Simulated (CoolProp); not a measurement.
Vapour-liquid equilibrium of dimethyl ether (1) + R236FA (2) at 218 K; x and y are mole fractions of (1).

Model: multi-fluid Helmholtz-energy mixture model, Wu 2011 and Pan 2012; pair parameters Bell 2016, in CoolProp.

| x | bubble pressure (MPa) | y at the bubble point | dew pressure at overall composition x (MPa) | liquid density (mol/L) |
|---|---|---|---|---|
| 0.05 | 0.005522 | 0.073 | 0.005478 | 10.77 |
| 0.15 | 0.005904 | 0.236 | 0.005683 | 11.25 |
| 0.25 | 0.006525 | 0.412 | 0.005944 | 11.77 |
| 0.35 | 0.007480 | 0.582 | 0.006276 | 12.31 |
| 0.45 | 0.008848 | 0.727 | 0.006703 | … |
| 0.55 | 0.01067 | 0.836 | 0.007264 | 13.50 |
| 0.65 | 0.01293 | 0.910 | 0.008032 | 14.16 |
| 0.75 | 0.01549 | 0.956 | … | 14.86 |
| 0.85 | 0.01816 | 0.982 | 0.01100 | 15.61 |
| 0.95 | 0.02066 | 0.996 | … | 16.41 |

Q: Some entries are withheld; supply them.

A: 
- 0.45, liquid density (mol/L): 12.89
- 0.75, dew pressure at overall composition x (MPa): 0.009153
- 0.95, dew pressure at overall composition x (MPa): 0.01505

No azeotrope shows between x = 0.05 and 0.95.

Pair parameters are fitted to limited data, so mixtures are less certain than the pure fluids.
